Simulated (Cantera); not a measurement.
An adiabatic, constant-pressure homogeneous reactor starts with 0.945 % C₃H₈, 7.61 % O₂, 91.4 % N₂, at 1100 K and 13.0 bar.

Cantera simulation using GRI-Mech 3.0 (53 species, 325 reactions); the numbers are that mechanism's predictions, not measurements. GRI-Mech 3.0 was tuned for natural gas; its chemistry of propane as a main component is partial and can be far from experiment. The pressure lies above the range GRI-Mech 3.0 was tuned for (to about 10 atm).

Problem. Predict: time of steepest temperature rise; temperature at 3.00 s; equilibrium temperature; x(O₂) at 3.00 s; x(NO) at 3.00 s; x(O) at 3.00 s.

Solution. 
| Item | Result |
|---|---|
| time of steepest temperature rise | 17.5 ms |
| temperature at 3.00 s | 1640 K |
| equilibrium temperature | 1638 K |
| x(O₂) at 3.00 s | 0.0286 (gas-phase equilibrium 0.0282) |
| x(NO) at 3.00 s | 9.66e-6 (gas-phase equilibrium 0.000895) |
| x(O) at 3.00 s | 1.09e-6 (gas-phase equilibrium 1.06e-6) |
